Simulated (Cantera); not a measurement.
A perfectly stirred reactor is fed with 4.16 % CH4, 3.54 % H2, 19.4 % O2, 72.9 % N2, at 2.60 bar; it is adiabatic with a 675 K inlet, and is followed from long to short residence time, starting on the burning branch (τ in s: 0.061, 0.031, 0.015, 0.0076, 0.0038, 0.0019, 0.00095, 0.00047, 0.00024, 0.00012, 5.9e-05).

Computed with Cantera and GRI-Mech 3.0 (53 species, 325 reactions).

One state of this run: T (K) = 1837; x CH4 = 3.85e-5; x H2 = 0.000300; x O2 = 0.0946; x OH = 0.00204; x H2O = 0.119; x C2H6 = 1.68e-9. x: mole fraction; the columns are a selection and need not sum to one.

Task: Which value of τ (s) does it belong to?
A. 0.0038
B. 0.00047
C. 0.00024
D. 0.00012

Result: A, 0.0038
